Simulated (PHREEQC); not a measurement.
Solution (25 °C): 0.11 mol H3BO3, 0.014 mol Na2SO4 and 0.0042 mol KCl per kg of water. Closed to the air; pH follows from the charge balance.

Computed with PHREEQC (ion-association model, phreeqc.dat).

No solid was allowed to form.

Order these S species by the share of S that they hold, largest first: NaSO4-, SO4-2, KSO4-.

SO4-2 (93 %), NaSO4- (6.0 %), KSO4- (1.2 %)

The pH is 5.20 and the ionic strength 0.0442 mol/kgw. Species that the database lacks are ignored.
